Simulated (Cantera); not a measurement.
Feed: 1 mol C2F6, 0.051 mol F2, 0.47 mol H2, equilibrated at 3050 K and 2.10 Pa.

Equilibrium computed with Cantera from the NASA thermochemical tables; the gas is ideal and each condensed phase is pure. Candidate condensed phases: C, C6H6, C7H8, C8H18; 95 gas species. The feed counts by its element totals alone. The numbers say what is thermodynamically allowed, not how fast it happens.

Base state: F 0.681, C 0.198, H 0.100, C2 0.00681, HF 0.00627, CF 0.00449, C3 0.00342 (mole fractions); condensed: gas only.

Question: What changes in the equilibrium state with this change: C2F6 replaced by CCl4?

Answer: 
```json
[
 {"species": "Cl", "before": "0", "after": "0.667"},
 {"species": "H", "before": "0.100", "after": "0.156"},
 {"species": "C", "before": "0.198", "after": "0.154"},
 {"species": "F", "before": "0.681", "after": "0.0167"},
 {"species": "HCl", "before": "0", "after": "9.57e-5"},
 {"species": "CF", "before": "0.00449", "after": "8.53e-5"},
 {"species": "HF", "before": "0.00627", "after": "0.000240"},
 {"species": "H2", "before": "6.25e-6", "after": "1.52e-5"}
]
```
